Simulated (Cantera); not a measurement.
An isothermal, constant-pressure homogeneous reactor starts with NO : N₂ = 1 : 19 (molar parts), at 1550 K and 0.424 atm.

Computed with Cantera and GRI-Mech 3.0 (53 species, 325 reactions).

x: mole fraction; the columns are a selection and need not sum to one.

```
t (s)       x NO      x O   x N₂     x NO₂      x O₂    x N₂O
--------  ------  -------  -----  --------  --------  -------
8.00e-5   0.0500  1.37e-9  0.950  1.06e-10    <1e-12  1.47e-9
0.000248  0.0500  3.68e-9  0.950  9.15e-10    <1e-12  4.57e-9
0.000772  0.0500  7.69e-9  0.950   6.65e-9  7.35e-12  1.41e-8
0.00240   0.0500  1.10e-8  0.950   3.43e-8  4.36e-11  4.31e-8
0.00744   0.0500  1.56e-8  0.950   1.32e-7  2.58e-10  1.27e-7
0.0231    0.0500  3.06e-8  0.950   4.83e-7   2.62e-9  3.36e-7
0.0718    0.0500        ?  0.950         ?         ?        ?
0.223     0.0500  1.88e-7  0.950   4.81e-6   1.23e-6  8.52e-7
0.692     0.0500  2.26e-7  0.950   5.92e-6   9.50e-6  8.59e-7
2.15      0.0499  2.35e-7  0.950   6.16e-6         ?  8.57e-7
6.68      0.0497  2.59e-7  0.950   6.82e-6  0.000122  8.52e-7
20.7      0.0492  3.24e-7  0.950   8.50e-6  0.000383  8.34e-7
64.4      0.0476  4.67e-7  0.951   1.20e-5   0.00117  7.83e-7
200       0.0432  7.31e-7  0.953   1.71e-5   0.00337  6.48e-7
```

**Question.** Some entries are withheld; supply them.

**Answer.** 
- 0.0718, x O: 8.13e-8
- 0.0718, x NO₂: 1.79e-6
- 0.0718, x O₂: 5.50e-8
- 0.0718, x N₂O: 6.75e-7
- 2.15, x O₂: 3.69e-5
